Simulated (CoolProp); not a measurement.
Vapour pressure (bar) of nitrogen: the reference equation beside estimates from Tc = -147.0 °C, pc = 33.96 bar, ω = 0.037. Clausius-Clapeyron is anchored at -170.45 °C with a constant enthalpy of vaporisation of 4.333 kJ/mol.

The numbers come from the reference Helmholtz-energy equation of state, Span 2000 in CoolProp.

| T (°C) | reference | Lee-Kesler | Clausius-Clapeyron | Soave-Redlich-Kwong | Peng-Robinson |
|---|---|---|---|---|---|
| -177.45 | 5.701 | 5.706 | 6.444 | 5.735 | 5.717 |
| -175.15 | 6.756 | 6.761 | 7.323 | 6.807 | 6.775 |
| -172.75 | 8.001 | 8.003 | 8.315 | 8.072 | 8.025 |
| -170.45 | 9.340 | 9.339 | 9.340 | 9.435 | 9.372 |
| -168.05 | 10.90 | 10.89 | 10.49 | 11.02 | 10.94 |
| -165.75 | 12.57 | 12.55 | 11.66 | 12.72 | 12.62 |
| -163.45 | 14.40 | 14.38 | 12.91 | 14.58 | 14.47 |
| -161.05 | 16.52 | 16.49 | 14.29 | 16.73 | 16.61 |
| -158.75 | 18.75 | 18.72 | 15.69 | 18.98 | 18.86 |
| -156.45 | 21.20 | 21.16 | 17.17 | 21.44 | 21.32 |
| -154.05 | 23.99 | 23.96 | 18.78 | 24.24 | 24.12 |
| -151.75 | 26.92 | 26.90 | 20.41 | 27.14 | 27.05 |
| -149.35 | 30.27 | 30.27 | 22.18 | 30.43 | 30.37 |

Absolute difference from the reference over all 13 rows, mean and median: Lee-Kesler 0.1 and 0.1 %, Clausius-Clapeyron 12.9 and 13.0 %, Soave-Redlich-Kwong 1.0 and 1.0 %, Peng-Robinson 0.4 and 0.4 %.
